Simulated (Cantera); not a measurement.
Cantera run, input and output.

```python
import numpy as np
import cantera as ct

gas = ct.Solution("gri30.yaml")
gas.TPX = 1775, 13332, {'CH4': 1, 'H2O': 1.4, 'N2': 0.039}
reactor = ct.IdealGasConstPressureReactor(gas, energy="off", clone=False)
net = ct.ReactorNet([reactor])
net.rtol, net.atol = 1e-08, 1e-18
show = ['CH4', 'H2O', 'HO2', 'C2H2', 'CH2']
times = np.geomspace(8e-05, 60, 12)

steps = ct.SolutionArray(gas, extra=["t"])
rows = []
print(f"{'t/s':>10s}{'T/K':>9s}{'P/Pa':>11s}" + "".join(f"{s:>11s}" for s in show))
for t in times:
    while net.time < t:
        t_next = net.step()
        steps.append(gas.state, t=t_next)
    rows.append([np.interp(t, steps.t, y) for y in (steps.T, steps.P, *steps(*show).X.T)])
    print(f"{t:10.3e}{rows[-1][0]:9.1f}{rows[-1][1]:11.4g}" + "".join(f"{x:11.3e}" for x in rows[-1][2:]))
rate = np.gradient(steps.T, steps.t)
print("integrator steps:", len(steps.t))
if steps.T.max() > steps.T[0] + 200:
    print(f"time of steepest temperature rise: {steps.t[rate.argmax()]:.4e} s")
gas.TPX = 1775, 13332, {'CH4': 1, 'H2O': 1.4, 'N2': 0.039}
gas.equilibrate("TP")
print(f"equilibrium (TP): T = {gas.T:.1f} K  " + "  ".join(f"{s} {gas[s].X[0]:.3e}" for s in show))
```

It prints:

```
       t/s      T/K       P/Pa        CH4        H2O        HO2       C2H2        CH2
 8.000e-05   1775.0  1.333e+04  4.086e-01  5.737e-01  3.384e-14  1.605e-07  1.491e-07
 2.736e-04   1775.0  1.333e+04  4.039e-01  5.726e-01  2.944e-13  2.677e-05  1.230e-06
 9.360e-04   1775.0  1.333e+04  3.635e-01  5.614e-01  1.484e-12  3.299e-03  4.849e-06
 3.202e-03   1775.0  1.333e+04  2.271e-01  5.029e-01  2.098e-12  5.115e-02  3.865e-06
 1.095e-02   1775.0  1.333e+04  1.041e-01  4.406e-01  2.006e-12  1.012e-01  2.402e-06
 3.746e-02   1775.0  1.333e+04  3.673e-02  3.858e-01  2.437e-12  1.160e-01  1.490e-06
 1.281e-01   1775.0  1.333e+04  1.973e-02  3.083e-01  1.706e-12  9.308e-02  8.827e-07
 4.383e-01   1775.0  1.333e+04  1.332e-02  2.090e-01  6.686e-13  5.250e-02  4.355e-07
 1.499e+00   1775.0  1.333e+04  6.584e-03  1.276e-01  2.309e-13  1.799e-02  1.654e-07
 5.128e+00   1775.0  1.333e+04  1.792e-03  8.883e-02  1.103e-13  1.897e-03  3.836e-08
 1.754e+01   1775.0  1.333e+04  2.607e-05  8.298e-02  9.714e-14  8.239e-07  5.343e-10
 6.000e+01   1775.0  1.333e+04  3.148e-09  8.294e-02  9.743e-14  4.524e-13  6.556e-14
integrator steps: 2091
equilibrium (TP): T = 1775.0 K  CH4 3.941e-09  H2O 8.294e-02  HO2 9.743e-14  C2H2 5.669e-13  CH2 8.192e-14
```

Detailed kinetics in Cantera: GRI-Mech 3.0 (53 species, 325 reactions).
